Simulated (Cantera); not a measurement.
Low-pressure radical oxidation in H2/O2

An isothermal, constant-pressure homogeneous reactor starts with 5.98 % H2, 90.7 % O2, 3.35 % N2, at 1350 K and 20.0 Torr.

Detailed kinetics in Cantera: GRI-Mech 3.0 (53 species, 325 reactions). Radical loss at walls, strong at low pressure, is not modelled. The temperature is held fixed by assumption; the heat of reaction is taken as removed at once.

```csv
t (s),x H2,x O2,x O,x H2O2,x H,x HO2,x H2O
0.000400,0.0590,0.906,0.000413,4.41e-9,0.000203,1.44e-6,0.000617
0.000768,0.00432,0.863,0.0343,2.50e-7,0.0106,5.58e-6,0.0460
0.00147,0.00118,0.860,0.0393,1.46e-7,0.00813,4.98e-6,0.0517
0.00283,0.00108,0.864,0.0358,1.45e-7,0.00708,4.89e-6,0.0526
0.00543,0.000927,0.870,0.0301,1.43e-7,0.00549,4.70e-6,0.0540
0.0104,0.000697,0.879,0.0221,1.37e-7,0.00348,4.30e-6,0.0560
0.0200,0.000426,0.889,0.0132,1.22e-7,0.00161,3.59e-6,0.0581
0.0384,0.000202,0.896,0.00614,9.48e-8,0.000513,2.54e-6,0.0597
0.0737,7.59e-5,0.901,0.00229,6.30e-8,0.000117,1.45e-6,0.0607
0.141,2.51e-5,0.903,0.000755,3.65e-8,2.22e-5,6.83e-7,0.0612
0.271,8.15e-6,0.903,0.000245,1.94e-8,4.11e-6,2.87e-7,0.0614
0.521,2.78e-6,0.904,8.34e-5,9.76e-9,8.19e-7,1.22e-7,0.0615
1.00,1.02e-6,0.904,3.08e-5,4.84e-9,1.84e-7,6.14e-8,0.0616
```
x: mole fraction; the columns are a selection and need not sum to one.

Equilibrium at this temperature and pressure: H2 8.16e-8, O2 0.904, O 2.47e-6, H2O2 7.59e-10, H 4.20e-9, HO2 5.60e-8, H2O 0.0617 (gas phase only).
